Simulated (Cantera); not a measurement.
A Cantera script and what it prints.

```python
import numpy as np
import cantera as ct

gas_names = """
    CL CLO CL2 H HCL HNO HNO2 HNO3 HOCL HO2 H2 H2O H2O2 Mg MgCL MgCL2 MgH MgN MgO MgOH MgO2H2 Mg2 N NH
    NH2 NH3 NH2OH NO NO2 NO3 N2 N2H2 N2H4 N2O O OH O2 O3
""".split()
cond_names = """
    H2O(s) H2O(L) Mg(cr) Mg(L) MgCL2(s) MgCL2(L) MgO(s) MgO(L) MgO2H2(s) NH4CL(a) NH4CL(b)
""".split()


# ... load() reads the species with a 1 bar reference pressure and builds the phases ...
atoms = {
    'MgO': {'Mg': 1, 'O': 1},
    'HCl': {'H': 1, 'CL': 1},
    'N2': {'N': 2},
}
top_T = {}  # K; cautious upper limits of use, not melting points


# ... equilibrate(T, P, feed) seeds the gas with the atoms and calls Mixture.equilibrate('TP', solver="vcs", rtol=1e-11, max_steps=5000) ...
results = []
feed = {'MgO': 1, 'HCl': 2.3, 'N2': 6.8}  # mol
T = 1125  # K
P = 50000  # Pa
mix = equilibrate(T, P, feed)
results.append((T, P, feed, dict(zip(mix.species_names, mix.species_moles))))
print(gas.report(threshold=1e-05))
for i in range(1, mix.n_phases):
    print(f"{mix.phase(i).name:16s} {mix.phase_moles(i):12.5e} mol")
```

Output:

```
       temperature   1125 K
          pressure   50000 Pa
           density   0.16176 kg/m^3
  mean mol. weight   30.261 kg/kmol
   phase of matter   gas

                          1 kg             1 kmol
                     ---------------   ---------------
          enthalpy             31456        9.5189e+05  J
   internal energy       -2.7765e+05       -8.4019e+06  J
           entropy              7991        2.4181e+05  J/K
    Gibbs function       -8.9584e+06       -2.7109e+08  J
 heat capacity c_p              1096             33166  J/K
 heat capacity c_v            821.23             24851  J/K

                      mass frac. Y      mole frac. X     chem. pot. / RT
                     ---------------   ---------------   ---------------
               HCL           0.29775           0.24714           -36.544
               H2O          0.001666         0.0027985            -57.67
             MgCL2         0.0088046         0.0027985           -86.105
                N2           0.69177           0.74725           -26.159
     [  +34 minor]        1.5225e-05        1.5381e-05

Mg(L)             0.00000e+00 mol
MgCL2(L)          0.00000e+00 mol
MgO(s)            9.74533e-01 mol
```

Cantera equilibrium calculation (NASA polynomials, part measured and part estimated; ideal gas, pure solids and liquids).
